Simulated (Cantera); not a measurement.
A perfectly stirred reactor is fed with 22.2 % C3H8, 77.8 % H2, at 0.600 bar; it is held at 1825 K, and followed from long to short residence time.

Detailed kinetics in Cantera: GRI-Mech 3.0 (53 species, 325 reactions). GRI-Mech 3.0 was tuned for natural gas; its chemistry of propane as a main component is partial and can be far from experiment. GRI-Mech 3.0 stops at C3 and has no aromatics, soot or wall deposition, so with more carbon than oxygen in the feed, carbon stays in small species such as C2H2 where larger ones or solid carbon would form.

x: mole fraction; the columns are a selection and need not sum to one.

| τ (s) | x C3H8 | x H2 | x C2H6 | x C2H4 | x H | x CH3 |
|---|---|---|---|---|---|---|
| 2.1 | 4.47e-7 | 0.791 | 1.54e-6 | 0.00182 | 0.000513 | 0.000156 |
| 1.0 | 9.38e-7 | 0.789 | 2.14e-6 | 0.00183 | 0.000517 | 0.000190 |
| 0.49 | 1.91e-6 | 0.786 | 3.28e-6 | 0.00184 | 0.000522 | 0.000242 |
| 0.24 | (withheld) | 0.782 | (withheld) | 0.00187 | 0.000530 | (withheld) |
| 0.11 | 8.42e-6 | 0.777 | 1.03e-5 | 0.00196 | 0.000545 | 0.000446 |
| 0.055 | 1.67e-5 | 0.770 | 1.82e-5 | 0.00214 | 0.000566 | 0.000603 |
| 0.027 | 3.33e-5 | 0.762 | 3.27e-5 | 0.00250 | 0.000598 | 0.000821 |
| 0.013 | 6.71e-5 | 0.753 | 5.85e-5 | 0.00321 | 0.000646 | 0.00112 |
| 0.0062 | 0.000135 | 0.742 | 0.000103 | 0.00451 | 0.000716 | 0.00154 |
| 0.0030 | (withheld) | 0.732 | (withheld) | (withheld) | (withheld) | (withheld) |

Q: Complete the blanks.

A: 
- 0.24, x C3H8: 3.89e-6
- 0.24, x C2H6: 5.50e-6
- 0.24, x CH3: 0.000321
- 0.0030, x C3H8: 0.000262
- 0.0030, x C2H6: 0.000174
- 0.0030, x C2H4: 0.00674
- 0.0030, x H: 0.000808
- 0.0030, x CH3: 0.00208
